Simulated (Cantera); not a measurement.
**Adiabatic ignition**

An adiabatic, constant-pressure homogeneous reactor starts with H2 : O2 : N2 = 1 : 0.562 : 2.11 (molar parts), at 1448 K and 2850 Torr.

Detailed kinetics in Cantera: the H2/O2 subset of GRI-Mech 3.0, which has no nitrogen chemistry. The hydrogen kinetics of GRI-Mech 3.0 are dated; newer H2 mechanisms differ, most at raised pressure.

| t (s) | T (K) | x H2 | x O2 | x OH | x H | x HO2 | x O |
|---|---|---|---|---|---|---|---|
| 1.00e-5 | 2621 | 0.0421 | 0.0308 | 0.0337 | 0.0266 | 1.87e-5 | 0.0139 |
| 2.15e-5 | 2873 | 0.0309 | 0.0258 | 0.0308 | 0.0126 | 1.60e-5 | 0.00785 |
| 4.64e-5 | 2917 | 0.0283 | 0.0248 | 0.0298 | 0.0106 | 1.63e-5 | 0.00689 |
| 0.000100 | 2918 | 0.0283 | 0.0248 | 0.0298 | 0.0106 | 1.63e-5 | 0.00688 |
| 0.000215 | 2918 | 0.0283 | 0.0248 | 0.0298 | 0.0106 | 1.63e-5 | 0.00688 |
| 0.000464 | 2918 | 0.0283 | 0.0248 | 0.0298 | 0.0106 | 1.63e-5 | 0.00688 |
| 0.00100 | 2918 | 0.0283 | 0.0248 | 0.0298 | 0.0106 | 1.63e-5 | 0.00688 |
| 0.00215 | 2918 | 0.0283 | 0.0248 | 0.0298 | 0.0106 | 1.63e-5 | 0.00688 |
| 0.00464 | 2918 | 0.0283 | 0.0248 | 0.0298 | 0.0106 | 1.63e-5 | 0.00688 |
| 0.0100 | 2918 | 0.0283 | 0.0248 | 0.0298 | 0.0106 | 1.63e-5 | 0.00688 |
| 0.0215 | 2918 | 0.0283 | 0.0248 | 0.0298 | 0.0106 | 1.63e-5 | 0.00688 |
| 0.0464 | 2918 | 0.0283 | 0.0248 | 0.0298 | 0.0106 | 1.63e-5 | 0.00688 |
| 0.100 | 2918 | 0.0283 | 0.0248 | 0.0298 | 0.0106 | 1.63e-5 | 0.00688 |
x: mole fraction; the columns are a selection and need not sum to one.

```json
{
  "time_of_steepest_temperature_rise": "4.26 µs",
  "temperature at 0.100 s": "2918 K",
  "equilibrium_temperature": "2918 K",
  "x(H2) at 0.100 s": "0.0283 (gas-phase equilibrium 0.0283)",
  "x(O2) at 0.100 s": "0.0248 (gas-phase equilibrium 0.0248)",
  "x(OH) at 0.100 s": "0.0298 (gas-phase equilibrium 0.0298)"
}
```
